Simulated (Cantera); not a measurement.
Feed: 1 mol CuO, 400 mol H2, 26 mol N2, at 1675 °C and 0.0900 Torr.

Method: chemical equilibrium by Gibbs-energy minimisation in Cantera with the NASA 1993 tables (ideal gas, pure condensed phases). Candidate condensed phases: Cu, CuO, Cu(OH)2, Cu2O, H2O; 27 gas species. Equilibrium is a limit: real reactors are often held back by kinetics, nucleation or transport.

What is the equilibrium state?


| Item | Value |
|---|---|
| x(H2) | 0.843 |
| x(H) | 0.0948 |
| x(N2) | 0.0580 |
| x(Cu) | 0.00223 |
| x(H2O) | 0.00221 |
| x(OH) | 2.25e-5 |
| x(O) | 1.87e-6 |
| gas amount | 448.3 mol |
| log10 activity of Cu(l) (absent) | -3.99 |
